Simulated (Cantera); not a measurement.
Cantera run:

```python
import numpy as np
import cantera as ct

gas_names = """
    B BH BH2 BH3 BN B2 H H2 N NH NH2 NH3 N2 N2H2 N2H4
""".split()
cond_names = """
    B(b) B(L) BN(s)
""".split()


# ... load() reads the species with a 1 bar reference pressure and builds the phases ...
atoms = {
    'borazine': {'B': 3, 'N': 3, 'H': 6},
    'H2': {'H': 2},
}
top_T = {'BN(s)': 3200}  # K; cautious upper limits of use, not melting points


# ... equilibrate(T, P, feed) seeds the gas with the atoms and calls Mixture.equilibrate('TP', solver="vcs", rtol=1e-11, max_steps=5000) ...
results = []
feed = {'borazine': 1, 'H2': 8.6}  # mol
T = 2075  # K
P = 133.322  # Pa
mix = equilibrate(T, P, feed)
results.append((T, P, feed, dict(zip(mix.species_names, mix.species_moles))))
x = sorted(zip(gas.X, gas.species_names), reverse=True)
print(f"T = {T:g} K  P = {P:g} Pa  gas = {mix.phase_moles(0):.4g} mol")
print("   x: " + "  ".join(f"{s} {v:.3e}" for v, s in x if v > 1e-06))
print("   condensed (mol): " + ("  ".join(f"{mix.phase(i).name} {mix.phase_moles(i):.4g}"
      for i in range(1, mix.n_phases) if mix.phase_moles(i) > 1e-12) or "none"))
```

Output:

```
T = 2075 K  P = 133.322 Pa  gas = 13.55 mol
   x: H2 8.222e-01  N2 1.107e-01  H 6.615e-02  BH2 5.826e-04  B 3.327e-04  BH 1.935e-05  BN 3.667e-06  BH3 1.176e-06
   condensed (mol): B(b) 2.987
```

These are equilibrium values from Cantera (NASA tables, ideal gas, pure condensed phases), not measurements of a reactor. The feed counts by its element totals alone. The tables' values for BH2 are old estimates; treat these amounts as uncertain.
